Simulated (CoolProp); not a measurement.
Fluorine along the isobar 20 MPa: Z from the reference equation and from simpler models built on Tc = 144.4 K, pc = 5.240 MPa, ω = 0.045; each cubic takes its own stable root.

Model: reference Helmholtz-energy equation of state, de Reuck 1990, in CoolProp.

```
T (K)   phase  reference
-----  ------  ---------
60.8   liquid     0.8912
68.7   liquid     0.8101
76.6   liquid     0.7468
84.5   liquid     0.6970
92.5   liquid     0.6570
100.4  liquid     0.6259
108.3  liquid     0.6014
116.2  liquid     0.5827
124.1  liquid     0.5691
132.1  liquid     0.5603
```

Task: How far does each simpler model (van der Waals, Redlich-Kwong, Soave-Redlich-Kwong) lie from the reference over these 10 states: mean and median of the absolute difference, and the worst?

Result: 
- van der Waals: mean 39.5 %, median 39.9 %, worst +44.5 % at 60.8 K and 20 MPa
- Redlich-Kwong: mean 1.1 %, median 1.2 %, worst -1.6 % at 76.6 K and 20 MPa
- Soave-Redlich-Kwong: mean 0.7 %, median 0.8 %, worst -1.0 % at 84.5 K and 20 MPa
